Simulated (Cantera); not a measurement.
Cantera run, input and output.

```python
import numpy as np
import cantera as ct

gas = ct.Solution("h2o2.yaml")
gas.TPX = 375, 23000, {'H2': 1, 'O2': 0.625, 'N2': 2.35}
inlet = ct.Reservoir(gas, clone=True)
gas.equilibrate("HP")  # start burning
reactor = ct.IdealGasConstPressureReactor(gas, energy="on", clone=False)
exhaust = ct.Reservoir(gas, clone=True)
tau = [0.085, 0.032, 0.012, 0.0044, 0.0016, 0.00061, 0.00023, 8.4e-05, 3.1e-05, 1.2e-05][0]
for a, b in ((inlet, reactor), (reactor, exhaust)):
    ct.MassFlowController(a, b, mdot=lambda t: reactor.mass / tau)
net = ct.ReactorNet([reactor])
show = ['H2', 'O2', 'OH', 'HO2', 'H2O', 'O']

rows = []
print(f"{'tau/s':>10s}{'T/K':>9s}" + "".join(f"{s:>11s}" for s in show))
for tau in [0.085, 0.032, 0.012, 0.0044, 0.0016, 0.00061, 0.00023, 8.4e-05, 3.1e-05, 1.2e-05]:
    net.initial_time = 0.0
    net.advance(30 * tau)
    before = gas.X
    net.advance(40 * tau)
    drift = np.max(np.abs(gas.X - before) / (gas.X + 1e-9))
    rows.append([gas.T, *gas[show].X, drift])
    print(f"{tau:10.3e}{gas.T:9.1f}" + "".join(f"{x:11.3e}" for x in gas[show].X))
```

Result:

```
     tau/s      T/K         H2         O2         OH        HO2        H2O          O
 8.500e-02   2159.4  6.629e-03  3.590e-02  1.016e-02  1.804e-06  2.727e-01  2.035e-03
 3.200e-02   2104.3  1.018e-02  3.691e-02  1.207e-02  2.088e-06  2.660e-01  3.265e-03
 1.200e-02   2011.0  1.547e-02  3.889e-02  1.383e-02  2.906e-06  2.555e-01  5.368e-03
 4.400e-03   1874.6  2.160e-02  4.198e-02  1.438e-02  4.423e-06  2.420e-01  8.319e-03
 1.600e-03   1702.0  2.702e-02  4.609e-02  1.304e-02  6.630e-06  2.271e-01  1.151e-02
 6.100e-04   1516.7  3.134e-02  5.121e-02  1.023e-02  9.617e-06  2.125e-01  1.364e-02
 2.300e-04   1314.4  4.141e-02  6.055e-02  6.693e-03  1.494e-05  1.928e-01  1.295e-02
 8.400e-05    375.0  2.516e-01  1.572e-01 -4.199e-22 -4.383e-18 -4.680e-16 -8.997e-20
 3.100e-05    375.0  2.516e-01  1.572e-01 -2.778e-25 -2.942e-21 -3.140e-19 -5.951e-23
 1.200e-05    375.0  2.516e-01  1.572e-01 -1.752e-26 -1.858e-22 -1.983e-20 -3.753e-24
```

Computed with Cantera and the H2/O2 subset of GRI-Mech 3.0, which has no nitrogen chemistry.
